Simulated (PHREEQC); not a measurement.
Dissolve 1.2 mol Na2SO4, 0.098 mol KCl and 0.075 mol KBr per kg of water at 25 °C. Closed to the air; pH follows from the charge balance.

The numbers come from PHREEQC with the Pitzer model, pitzer.dat.

Question: The ionic strength comes out as 3.77 mol/kgw. What activity coefficients do Br-, SO4-2, Cl-, Na+, K+ get?

Answer: Br- 0.60, SO4-2 0.031, Cl- 0.58, Na+ 0.45, K+ 0.40. Single-ion values are on the MacInnes scale.

This is a speciation only: nothing precipitates in the calculation. Species that the database lacks are ignored.
